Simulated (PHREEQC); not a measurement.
A PHREEQC input (ion-association model, wateq4f.dat):

```
SOLUTION 1
  temp 39
  units M
  pH 6.73
  pe 0.9
  Na 8.6
  K 0.99
  Ca 12.2
  Mg 7.26
  Cl 19.5
  S(6) 7.12 as SO4
  Alkalinity 52.9 as HCO3
  Ba 1.94
END
USE solution 1
EQUILIBRIUM_PHASES 1
  Quartz 0 0.5
  CO2(g) -3.4 10
END
```

It stops with these messages:

```
ERROR: Calculations terminating due to input errors.
```

The fault: a unit that the program doesn't know. The line should read `units mg/L` where the input has `units M`. With the mend the run ends at pH 8.21 and ionic strength 0.00224 mol/kgw.
